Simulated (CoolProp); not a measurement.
Carbonyl sulfide at 293.15 K and 0.184 MPa is compressed adiabatically to 0.533 MPa with isentropic efficiency 0.7. Each further row changes one setting.

The numbers come from the reference Helmholtz-energy equation of state, Lemmon 2006 in CoolProp. It is a short technical equation, of lower accuracy than the large ones.

| case | work (kJ/kg) | final temperature (K) | final density (kg/m³) |
|---|---|---|---|
| as stated | ___ | ___ | ___ |
| efficiency 1 | ___ | 362.0 | ___ |
| efficiency 0.65 | ___ | ___ | ___ |

### Question
Some entries are withheld; supply them.

### Answer

- as stated, work (kJ/kg): 66.9
- as stated, final temperature (K): 388.0
- as stated, final density (kg/m³): 10.2
- efficiency 1, work (kJ/kg): 46.8
- efficiency 1, final density (kg/m³): 11.0
- efficiency 0.65, work (kJ/kg): 72.0
- efficiency 0.65, final temperature (K): 394.6
- efficiency 0.65, final density (kg/m³): 10.0
